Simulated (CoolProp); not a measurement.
The fluid at 457.35 K and 0.144 MPa is throttled through a valve to 0.00948 MPa with no heat exchange. The same conditions are run with several fluids, on thermodynamics alone (safety and materials aside).

Model: reference Helmholtz-energy equation of state of each fluid (c-C4F8 (RC318): Platzer 1990; neopentane: Lemmon 2006; propane: Lemmon 2009; water: Wagner 2002; dry air: Lemmon 2000), in CoolProp. The equations of Platzer and Polt are older, rougher fits. Blends and air are pseudo-pure fits.

```tsv
fluid	temperature change (K)	final density (kg/m³)
c-C4F8 (RC318)	-0.6	0.500
neopentane	…	…
propane	-0.7	0.110
water	…	0.0453
dry air	…	0.0722
```

Task: What belongs in the gaps?

Result: 
- neopentane, temperature change (K): -0.9
- neopentane, final density (kg/m³): 0.180
- water, temperature change (K): -3.7
- dry air, temperature change (K): -0.1
